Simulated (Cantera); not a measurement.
**Premixed flame**

A freely propagating, adiabatic, planar premixed flame of 11.4 % CH₃OH, 15.5 % O₂, 58.4 % N₂, 14.8 % H₂O, equivalence ratio 1.1, unburnt at 548 K and 5.00 bar; mixture-averaged transport, grid criteria slope 0.08 and curve 0.16, no radiation.

Computed with Cantera and GRI-Mech 3.0 (53 species, 325 reactions). GRI-Mech 3.0 was tuned for natural gas; its chemistry of methanol as a main component is partial and can be far from experiment. Burning velocities carry a grid error of a few per cent, more on coarse grids.

```json
[
 {"z (mm)": "-0.305", "T (K)": "548", "u (m/s)": "0.566", "x CH₃OH": "0.114", "x O₂": "0.154", "x H₂O": "0.148", "x CO₂": "9.82e-7", "x C₂H₆": "<1e-8", "x OH": "<1e-8"},
 {"z (mm)": "-0.203", "T (K)": "551", "u (m/s)": "0.571", "x CH₃OH": "0.113", "x O₂": "0.154", "x H₂O": "0.148", "x CO₂": "1.56e-5", "x C₂H₆": "<1e-8", "x OH": "<1e-8"},
 {"z (mm)": "-0.152", "T (K)": "563", "u (m/s)": "0.585", "x CH₃OH": "0.112", "x O₂": "0.152", "x H₂O": "0.150", "x CO₂": "9.62e-5", "x C₂H₆": "<1e-8", "x OH": "<1e-8"},
 {"z (mm)": "-0.102", "T (K)": "628", "u (m/s)": "0.661", "x CH₃OH": "0.108", "x O₂": "0.146", "x H₂O": "0.160", "x CO₂": "0.000828", "x C₂H₆": "<1e-8", "x OH": "<1e-8"},
 {"z (mm)": "-0.0508", "T (K)": "933", "u (m/s)": "1.01", "x CH₃OH": "0.0819", "x O₂": "0.117", "x H₂O": "0.201", "x CO₂": "0.00674", "x C₂H₆": "5.91e-8", "x OH": "1.81e-8"},
 {"z (mm)": "-0.0254", "T (K)": "1256", "u (m/s)": "1.39", "x CH₃OH": "0.0466", "x O₂": "0.0858", "x H₂O": "0.243", "x CO₂": "0.0161", "x C₂H₆": "1.49e-7", "x OH": "1.05e-5"},
 {"z (mm)": "0", "T (K)": "1629", "u (m/s)": "1.85", "x CH₃OH": "0.00529", "x O₂": "0.0472", "x H₂O": "0.291", "x CO₂": "0.0326", "x C₂H₆": "2.49e-7", "x OH": "0.000787"},
 {"z (mm)": "0.0254", "T (K)": "1812", "u (m/s)": "2.05", "x CH₃OH": "1.71e-5", "x O₂": "0.0241", "x H₂O": "0.313", "x CO₂": "0.0524", "x C₂H₆": "<1e-8", "x OH": "0.00383"},
 {"z (mm)": "0.0508", "T (K)": "1906", "u (m/s)": "2.15", "x CH₃OH": "7.72e-8", "x O₂": "0.0137", "x H₂O": "0.320", "x CO₂": "0.0666", "x C₂H₆": "<1e-8", "x OH": "0.00530"},
 {"z (mm)": "0.102", "T (K)": "2000", "u (m/s)": "2.24", "x CH₃OH": "<1e-8", "x O₂": "0.00693", "x H₂O": "0.325", "x CO₂": "0.0788", "x C₂H₆": "<1e-8", "x OH": "0.00513"},
 {"z (mm)": "0.203", "T (K)": "2071", "u (m/s)": "2.30", "x CH₃OH": "<1e-8", "x O₂": "0.00328", "x H₂O": "0.330", "x CO₂": "0.0845", "x C₂H₆": "<1e-8", "x OH": "0.00381"},
 {"z (mm)": "0.406", "T (K)": "2113", "u (m/s)": "2.35", "x CH₃OH": "<1e-8", "x O₂": "0.00137", "x H₂O": "0.334", "x CO₂": "0.0867", "x C₂H₆": "<1e-8", "x OH": "0.00248"},
 {"z (mm)": "0.813", "T (K)": "2134", "u (m/s)": "2.37", "x CH₃OH": "<1e-8", "x O₂": "0.000511", "x H₂O": "0.336", "x CO₂": "0.0878", "x C₂H₆": "<1e-8", "x OH": "0.00152"}
]
```
x: mole fraction of selected species; z is measured from the peak of heat release.

The laminar burning velocity is 56.5 cm/s, the thermal thickness comes out as 0.102 mm and the peak x(C₂H₆) is 2.64e-7. The peak x(OH) is 0.00544 and the grid points is 137.
